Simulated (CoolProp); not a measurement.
Saturation properties of water.

Computed with CoolProp (reference Helmholtz-energy equation of state, Wagner 2002).

```tsv
T (K)	p (bar)	vapour density (kg/m³)	vapour viscosity (µPa s)	liquid conductivity (mW/(m K))
393.4	2.003	1.130	12.9	682
415.5	3.862	2.093	13.7	682
437.6	6.914	3.624	14.5	677
459.7	11.63	5.944	15.2	668
481.8	18.57	9.339	16.0	654
503.9	28.36	14.18	16.7	636
526	41.71	20.98	17.5	614
548.2	59.51	30.55	18.4	587
570.3	82.48	44.04	19.4	557
592.4	111.7	63.81	20.7	521
614.5	148.5	95.22	22.6	479
```

It boils at 373.1 K under 1 atm.

Viscosity comes from a separate model (Huber 2009). Thermal conductivity comes from a separate model (Huber 2012).
